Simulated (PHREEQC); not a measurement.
A solution holds 0.004 mol/kgw ZnSO4, 0.082 mol/kgw Na2SO4 and 0.00049 mol/kgw FeSO4, at 20 °C. Closed to the air; pH follows from the charge balance.

Model: ion-association model, wateq4f.dat, run in PHREEQC.

Each row changes one thing in this solution. No solid was allowed to form.

```json
[
 {"case": "as made", "pH": "6.44", "ionic strength (mol/kgw)": "0.224", "Na+ (mol/kgw)": "0.150", "SO4-2 (mol/kgw)": "0.0685", "NaSO4- (mol/kgw)": "0.0141", "Fe+2 (mol/kgw)": "0.000251", "SI of Mirabilite (Na2SO4:10H2O)": "-2.29", "SI of Melanterite (FeSO4:7H2O)": "-3.55"},
 {"case": "0.09 mol/kgw HBr added", "pH": "1.43", "ionic strength (mol/kgw)": "0.246", "Na+ (mol/kgw)": "___", "SO4-2 (mol/kgw)": "0.0343", "NaSO4- (mol/kgw)": "0.00713", "Fe+2 (mol/kgw)": "0.000306", "SI of Mirabilite (Na2SO4:10H2O)": "-2.58", "SI of Melanterite (FeSO4:7H2O)": "___"},
 {"case": "diluted 10-fold with water", "pH": "6.52", "ionic strength (mol/kgw)": "0.0250", "Na+ (mol/kgw)": "0.0160", "SO4-2 (mol/kgw)": "0.00812", "NaSO4- (mol/kgw)": "0.000350", "Fe+2 (mol/kgw)": "3.46e-5", "SI of Mirabilite (Na2SO4:10H2O)": "-4.71", "SI of Melanterite (FeSO4:7H2O)": "-4.78"},
 {"case": "ZnSO4 replaced by K2SO4 at the same molality", "pH": "7.02", "ionic strength (mol/kgw)": "0.228", "Na+ (mol/kgw)": "0.150", "SO4-2 (mol/kgw)": "0.0709", "NaSO4- (mol/kgw)": "0.0144", "Fe+2 (mol/kgw)": "0.000248", "SI of Mirabilite (Na2SO4:10H2O)": "-2.28", "SI of Melanterite (FeSO4:7H2O)": "-3.54"},
 {"case": "FeSO4 from 0.00049 to 0.00245 mol/kgw", "pH": "6.41", "ionic strength (mol/kgw)": "0.228", "Na+ (mol/kgw)": "0.150", "SO4-2 (mol/kgw)": "0.0694", "NaSO4- (mol/kgw)": "0.0142", "Fe+2 (mol/kgw)": "0.00125", "SI of Mirabilite (Na2SO4:10H2O)": "-2.29", "SI of Melanterite (FeSO4:7H2O)": "-2.85"}
]
```

**Question.** Fill in the missing entries.

**Answer.** 
- 0.09 mol/kgw HBr added, Na+ (mol/kgw): 0.157
- 0.09 mol/kgw HBr added, SI of Melanterite (FeSO4:7H2O): -3.80

Species that the database lacks are ignored.
